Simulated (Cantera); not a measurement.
Input (Python, Cantera) and output of one run.

```python
import numpy as np
import cantera as ct

gas_names = """
    CL CLO CL2 H HCL HOCL HO2 H2 H2O H2O2 O OH O2 O3 Ti TiCL TiCL2 TiCL3 TiCL4 TiO TiOCL TiOCL2 TiO2
""".split()
cond_names = """
    H2O(s) H2O(L) Ti(a) Ti(b) Ti(L) TiCL2(s) TiCL3(s) TiCL4(L) TiO(a) TiO(b) TiO(L) TiO2(ru) TiO2(L)
    Ti2O3(a) Ti2O3(b) Ti2O3(L) Ti3O5(a) Ti3O5(b) Ti3O5(L) Ti4O7(s) Ti4O7(L)
""".split()


# ... load() reads the species with a 1 bar reference pressure and builds the phases ...
atoms = {
    'TiCl4': {'Ti': 1, 'CL': 4},
    'H2O': {'H': 2, 'O': 1},
    'H2': {'H': 2},
}
top_T = {'TiCL2(s)': 1300, 'TiCL3(s)': 1000}  # K; cautious upper limits of use, not melting points


# ... equilibrate(T, P, feed) seeds the gas with the atoms and calls Mixture.equilibrate('TP', solver="vcs", rtol=1e-11, max_steps=5000) ...
results = []
P = 120  # Pa
for T in [1098, 1198, 1298, 1398, 1498, 1598, 1698, 1798, 1898, 1998]:
    for m in [0.23, 0.28, 0.34, 0.41, 0.5, 0.6, 0.73, 0.89, 1.1, 1.3, 1.6]:
        feed = {'TiCl4': 1, 'H2O': m, 'H2': 1.5}  # mol
        mix = equilibrate(T, P, feed)
        results.append((T, P, feed, dict(zip(mix.species_names, mix.species_moles))))

for T, P, feed, n in results:
    print(f"{T:7g} {feed['H2O']:10.4g}  " + (" + ".join(c for c in cond_names if n.get(c, 0) > 1e-12) or "gas only"))
```

Output:

```
   1098       0.23  Ti2O3(b)
   1098       0.28  Ti2O3(b)
   1098       0.34  Ti2O3(b)
   1098       0.41  Ti2O3(b)
   1098        0.5  Ti2O3(b)
   1098        0.6  Ti2O3(b) + Ti3O5(b)
   1098       0.73  Ti3O5(b)
   1098       0.89  Ti3O5(b)
   1098        1.1  Ti4O7(s)
   1098        1.3  Ti4O7(s)
   1098        1.6  Ti4O7(s)
   1198       0.23  Ti2O3(b)
   1198       0.28  Ti2O3(b)
   1198       0.34  Ti2O3(b)
   1198       0.41  Ti2O3(b)
   1198        0.5  Ti2O3(b)
   1198        0.6  Ti2O3(b)
   1198       0.73  Ti2O3(b) + Ti3O5(b)
   1198       0.89  Ti3O5(b)
   1198        1.1  Ti3O5(b)
   1198        1.3  Ti3O5(b)
   1198        1.6  Ti4O7(s)
   1298       0.23  Ti2O3(b)
   1298       0.28  Ti2O3(b)
   1298       0.34  Ti2O3(b)
   1298       0.41  Ti2O3(b)
   1298        0.5  Ti2O3(b)
   1298        0.6  Ti2O3(b)
   1298       0.73  Ti2O3(b)
   1298       0.89  Ti2O3(b) + Ti3O5(b)
   1298        1.1  Ti3O5(b)
   1298        1.3  Ti3O5(b)
   1298        1.6  Ti3O5(b) + Ti4O7(s)
   1398       0.23  Ti2O3(b)
   1398       0.28  Ti2O3(b)
   1398       0.34  Ti2O3(b)
   1398       0.41  Ti2O3(b)
   1398        0.5  Ti2O3(b)
   1398        0.6  Ti2O3(b)
   1398       0.73  Ti2O3(b)
   1398       0.89  Ti2O3(b)
   1398        1.1  Ti2O3(b) + Ti3O5(b)
   1398        1.3  Ti3O5(b)
   1398        1.6  Ti3O5(b)
   1498       0.23  Ti2O3(b)
   1498       0.28  Ti2O3(b)
   1498       0.34  Ti2O3(b)
   1498       0.41  Ti2O3(b)
   1498        0.5  Ti2O3(b)
   1498        0.6  Ti2O3(b)
   1498       0.73  Ti2O3(b)
   1498       0.89  Ti2O3(b)
   1498        1.1  Ti2O3(b) + Ti3O5(b)
   1498        1.3  Ti3O5(b)
   1498        1.6  Ti3O5(b)
   1598       0.23  Ti2O3(b)
   1598       0.28  Ti2O3(b)
   1598       0.34  Ti2O3(b)
   1598       0.41  Ti2O3(b)
   1598        0.5  Ti2O3(b)
   1598        0.6  Ti2O3(b)
   1598       0.73  Ti2O3(b)
   1598       0.89  Ti2O3(b)
   1598        1.1  Ti2O3(b)
   1598        1.3  Ti2O3(b) + Ti3O5(b)
   1598        1.6  Ti3O5(b)
   1698       0.23  Ti2O3(b)
   1698       0.28  Ti2O3(b)
   1698       0.34  Ti2O3(b)
   1698       0.41  Ti2O3(b)
   1698        0.5  Ti2O3(b)
   1698        0.6  Ti2O3(b)
   1698       0.73  Ti2O3(b)
   1698       0.89  Ti2O3(b)
   1698        1.1  Ti2O3(b)
   1698        1.3  Ti2O3(b) + Ti3O5(b)
   1698        1.6  Ti3O5(b)
   1798       0.23  Ti2O3(b)
   1798       0.28  Ti2O3(b)
   1798       0.34  Ti2O3(b)
   1798       0.41  Ti2O3(b)
   1798        0.5  Ti2O3(b)
   1798        0.6  Ti2O3(b)
   1798       0.73  Ti2O3(b)
   1798       0.89  Ti2O3(b)
   1798        1.1  Ti2O3(b)
   1798        1.3  Ti2O3(b) + Ti3O5(b)
   1798        1.6  Ti3O5(b)
   1898       0.23  Ti2O3(b)
   1898       0.28  Ti2O3(b)
   1898       0.34  Ti2O3(b)
   1898       0.41  Ti2O3(b)
   1898        0.5  Ti2O3(b)
   1898        0.6  Ti2O3(b)
   1898       0.73  Ti2O3(b)
   1898       0.89  Ti2O3(b)
   1898        1.1  Ti2O3(b)
   1898        1.3  Ti2O3(b) + Ti3O5(b)
   1898        1.6  Ti3O5(b)
   1998       0.23  Ti2O3(b)
   1998       0.28  Ti2O3(b)
   1998       0.34  Ti2O3(b)
   1998       0.41  Ti2O3(b)
   1998        0.5  Ti2O3(b)
   1998        0.6  Ti2O3(b)
   1998       0.73  Ti2O3(b)
   1998       0.89  Ti2O3(b)
   1998        1.1  Ti2O3(b)
   1998        1.3  Ti2O3(b) + Ti3O5(b)
   1998        1.6  Ti3O5(b)
```

These are equilibrium values from Cantera (NASA tables, ideal gas, pure condensed phases), not measurements of a reactor. Mutual solubility and eutectic melting of coexisting phases are not modelled. The tables' values for TiCl2 are old estimates. Condensed phases not in the tables: Magnéli phases beyond Ti4O7, TiOCl.
